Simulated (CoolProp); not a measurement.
Vapour-liquid equilibrium of methane (1) + ethane (2) at 167.3 K; x and y are mole fractions of (1).

Computed with CoolProp (multi-fluid Helmholtz-energy mixture model, Setzmann 1991 and Bücker 2006; pair parameters Kunz 2012).

Question: Give the bubble pressure and the first vapour's composition at x = 0.35, 0.65, 0.95. Is there an azeotrope?

Answer: x = 0.35: 0.7781 MPa, y = 0.959; x = 0.65: 1.338 MPa, y = 0.981; x = 0.95: 1.967 MPa, y = 0.996. No azeotrope shows between x = 0.05 and 0.95.

The pair parameters rest on a limited set of measurements; away from them the model extrapolates. The gap from Raoult's law changes sign with composition, which may be real or a fault of the pair parameters; it wasn't checked against measurements.
